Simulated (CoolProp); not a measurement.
Vapour-liquid equilibrium of CHF3 (R23) (1) + propylene (2) at 0.05 °C; x and y are mole fractions of (1).

Model: multi-fluid Helmholtz-energy mixture model, Penoncello 2003 and Lemmon 2013; pair parameters Bell 2016, in CoolProp.

```json
[
 {"x": "0.05", "bubble pressure (MPa)": "0.7916", "y at the bubble point": "0.262", "dew pressure at overall composition x (MPa)": "0.6160", "liquid density (mol/L)": "13.04"},
 {"x": "0.125", "bubble pressure (MPa)": "1.062", "y at the bubble point": "0.458", "dew pressure at overall composition x (MPa)": "0.6689", "liquid density (mol/L)": "13.13"},
 {"x": "0.2", "bubble pressure (MPa)": "1.291", "y at the bubble point": "0.564", "dew pressure at overall composition x (MPa)": "0.7311", "liquid density (mol/L)": "13.21"},
 {"x": "0.275", "bubble pressure (MPa)": "1.482", "y at the bubble point": "0.632", "dew pressure at overall composition x (MPa)": "0.8052", "liquid density (mol/L)": "13.29"},
 {"x": "0.35", "bubble pressure (MPa)": "1.644", "y at the bubble point": "0.680", "dew pressure at overall composition x (MPa)": "0.8948", "liquid density (mol/L)": "13.36"},
 {"x": "0.425", "bubble pressure (MPa)": "1.782", "y at the bubble point": "0.717", "dew pressure at overall composition x (MPa)": "1.005", "liquid density (mol/L)": "13.43"},
 {"x": "0.5", "bubble pressure (MPa)": "1.903", "y at the bubble point": "0.748", "dew pressure at overall composition x (MPa)": "1.143", "liquid density (mol/L)": "13.51"},
 {"x": "0.575", "bubble pressure (MPa)": "2.011", "y at the bubble point": "0.777", "dew pressure at overall composition x (MPa)": "1.318", "liquid density (mol/L)": "13.59"},
 {"x": "0.65", "bubble pressure (MPa)": "2.113", "y at the bubble point": "0.806", "dew pressure at overall composition x (MPa)": "1.541", "liquid density (mol/L)": "13.69"},
 {"x": "0.725", "bubble pressure (MPa)": "2.209", "y at the bubble point": "0.837", "dew pressure at overall composition x (MPa)": "1.813", "liquid density (mol/L)": "13.81"},
 {"x": "0.8", "bubble pressure (MPa)": "2.300", "y at the bubble point": "0.871", "dew pressure at overall composition x (MPa)": "2.091", "liquid density (mol/L)": "13.98"},
 {"x": "0.875", "bubble pressure (MPa)": "2.385", "y at the bubble point": "0.912", "dew pressure at overall composition x (MPa)": "2.309", "liquid density (mol/L)": "14.21"},
 {"x": "0.95", "bubble pressure (MPa)": "2.459", "y at the bubble point": "0.961", "dew pressure at overall composition x (MPa)": "2.446", "liquid density (mol/L)": "14.52"}
]
```

No azeotrope shows between x = 0.05 and 0.95.

Pair parameters are fitted to limited data, so mixtures are less certain than the pure fluids.
